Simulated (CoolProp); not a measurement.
Fluoroethane (R161) along the isobar 335 kPa: Z from the reference equation and from simpler models built on Tc = 375.2 K, pc = 5010 kPa, ω = 0.216; each cubic takes its own stable root.

The numbers come from the reference Helmholtz-energy equation of state, Wu 2012 in CoolProp.

```
T (K)   phase  reference
-----  ------  ---------
208.1  liquid    0.01087
226.7  liquid    0.01028
245.3  liquid   0.009820
263.9  liquid   0.009471
282.5     gas     0.9354
301.1     gas     0.9486
319.7     gas     0.9584
338.3     gas     0.9659
356.9     gas     0.9716
375.6     gas     0.9761
394.2     gas     0.9797
412.8     gas     0.9826
431.4     gas     0.9849
450       gas     0.9869
```

Task: How far does each simpler model (van der Waals, Redlich-Kwong, Peng-Robinson) lie from the reference over these 14 states: mean and median of the absolute difference, and the worst?

Result: 
- van der Waals: mean 2037.2 %, median 1.0 %, worst +9960.2 % at 263.9 K and 335 kPa
- Redlich-Kwong: mean 703.0 %, median 0.4 %, worst +9781.7 % at 263.9 K and 335 kPa
- Peng-Robinson: mean 1.0 %, median 0.2 %, worst +4.0 % at 263.9 K and 335 kPa

At some of these states van der Waals, Redlich-Kwong gives the other phase, because its saturation line lies elsewhere.
